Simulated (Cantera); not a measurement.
Cantera run:

```python
import numpy as np
import cantera as ct

gas_names = [...]  # 110 gases of nasa_gas.yaml made of C, H, O
cond_names = """
    C(gr) C6H6(L) C7H8(L) C8H18(L),n-octa H2O(s) H2O(L)
""".split()


# ... load() reads the species with a 1 bar reference pressure and builds the phases ...
atoms = {
    'C3H8': {'C': 3, 'H': 8},
    'O2': {'O': 2},
    'H2': {'H': 2},
}
top_T = {'C(gr)': 4500}  # K; cautious upper limits of use, not melting points


# ... equilibrate(T, P, feed) seeds the gas with the atoms and calls Mixture.equilibrate('TP', solver="vcs", rtol=1e-11, max_steps=5000) ...
results = []
feed = {'C3H8': 1, 'O2': 0.14, 'H2': 0.49}  # mol
P = 100000  # Pa
for T in [1373, 1473, 1573, 1673, 1773, 1873, 1973, 2073, 2173, 2273, 2373]:
    mix = equilibrate(T, P, feed)
    results.append((T, P, feed, dict(zip(mix.species_names, mix.species_moles))))
    x = sorted(zip(gas.X, gas.species_names), reverse=True)
    print(f"T = {T:g} K  P = {P:g} Pa  gas = {mix.phase_moles(0):.4g} mol")
    print("   x: " + "  ".join(f"{s} {v:.3e}" for v, s in x if v > 1e-06))
    print("   condensed (mol): " + ("  ".join(f"{mix.phase(i).name} {mix.phase_moles(i):.4g}"
          for i in range(1, mix.n_phases) if mix.phase_moles(i) > 1e-12) or "none"))
```

Output:

```
T = 1373 K  P = 100000 Pa  gas = 4.748 mol
   x: H2 9.366e-01  CO 5.870e-02  CH4 4.417e-03  H2O 2.574e-04  CO2 7.833e-06  H 3.223e-06  C2H4 1.733e-06  C2H2,acetylene 1.619e-06
   condensed (mol): C(gr) 2.7
T = 1473 K  P = 100000 Pa  gas = 4.757 mol
   x: H2 9.385e-01  CO 5.874e-02  CH4 2.586e-03  H2O 1.155e-04  H 1.226e-05  C2H2,acetylene 6.106e-06  CO2 2.920e-06  C2H4 2.150e-06
   condensed (mol): C(gr) 2.708
T = 1573 K  P = 100000 Pa  gas = 4.762 mol
   x: H2 9.395e-01  CO 5.874e-02  CH4 1.619e-03  H2O 5.738e-05  H 3.941e-05  C2H2,acetylene 1.940e-05  C2H4 2.586e-06  CH3 1.382e-06  CO2 1.240e-06
   condensed (mol): C(gr) 2.712
T = 1673 K  P = 100000 Pa  gas = 4.765 mol
   x: H2 9.400e-01  CO 5.873e-02  CH4 1.073e-03  H 1.104e-04  C2H2,acetylene 5.356e-05  H2O 3.105e-05  C2H4 3.038e-06  CH3 2.564e-06
   condensed (mol): C(gr) 2.714
T = 1773 K  P = 100000 Pa  gas = 4.767 mol
   x: H2 9.401e-01  CO 5.872e-02  CH4 7.450e-04  H 2.758e-04  C2H2,acetylene 1.316e-04  H2O 1.803e-05  CH3 4.430e-06  C2H4 3.500e-06
   condensed (mol): C(gr) 2.715
T = 1873 K  P = 100000 Pa  gas = 4.769 mol
   x: H2 9.398e-01  CO 5.870e-02  H 6.257e-04  CH4 5.385e-04  C2H2,acetylene 2.933e-04  H2O 1.111e-05  CH3 7.205e-06  C2H4 3.967e-06
   condensed (mol): C(gr) 2.715
T = 1973 K  P = 100000 Pa  gas = 4.771 mol
   x: H2 9.390e-01  CO 5.868e-02  H 1.307e-03  C2H2,acetylene 6.015e-04  CH4 4.025e-04  CH3 1.113e-05  H2O 7.202e-06  C2H4 4.434e-06
   condensed (mol): C(gr) 2.712
T = 2073 K  P = 100000 Pa  gas = 4.775 mol
   x: H2 9.373e-01  CO 5.864e-02  H 2.546e-03  C2H2,acetylene 1.149e-03  CH4 3.094e-04  CH3 1.646e-05  C2H4 4.893e-06  H2O 4.869e-06
   condensed (mol): C(gr) 2.707
T = 2173 K  P = 100000 Pa  gas = 4.78 mol
   x: H2 9.344e-01  CO 5.858e-02  H 4.665e-03  C2H2,acetylene 2.062e-03  CH4 2.435e-04  CH3 2.340e-05  C2H4 5.335e-06  H2O 3.412e-06  C4H2 1.850e-06
   condensed (mol): C(gr) 2.699
T = 2273 K  P = 100000 Pa  gas = 4.788 mol
   x: H2 9.297e-01  CO 5.847e-02  H 8.100e-03  C2H2,acetylene 3.505e-03  CH4 1.952e-04  CH3 3.212e-05  C2H4 5.748e-06  C4H2 5.403e-06  H2O 2.464e-06  C2H 1.287e-06  C2H2,vinylidene 1.170e-06
   condensed (mol): C(gr) 2.685
T = 2373 K  P = 100000 Pa  gas = 4.801 mol
   x: H2 9.224e-01  CO 5.832e-02  H 1.341e-02  C2H2,acetylene 5.674e-03  CH4 1.587e-04  CH3 4.270e-05  C4H2 1.434e-05  C2H4 6.114e-06  C2H 4.457e-06  C2H2,vinylidene 2.809e-06  H2O 1.824e-06  CH2 1.234e-06
   condensed (mol): C(gr) 2.664
```

These are equilibrium values from Cantera (NASA tables, ideal gas, pure condensed phases), not measurements of a reactor.
